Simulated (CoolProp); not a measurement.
Values from CoolProp's reference Helmholtz-energy equation of state, Lemmon 2006. It is a short technical equation, of lower accuracy than the large ones.

Question: For C3F8 (R218), give the phase and the expansivity (1/kK), viscosity (µPa s) at 338.7 K and 2.69 MPa.

Answer: 
- 338.7 K and 2.69 MPa: liquid; expansivity 16.5, viscosity 81.7

Viscosity comes from a separate model (Huber 2003), an estimate that may be off by 10 % or more.
